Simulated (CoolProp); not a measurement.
Model: reference Helmholtz-energy equation of state, Bücker 2006, in CoolProp.

Give the vapour pressure (kPa), liquid density (kg/m³), enthalpy of vaporisation (kJ/kg), vapour Z of saturated isobutane at 83.85 °C.


```json
[
 {"T (°C)": "83.85", "p (kPa)": "1450", "liquid density (kg/m³)": "463", "enthalpy of vaporisation (kJ/kg)": "245", "vapour Z": "0.729"}
]
```
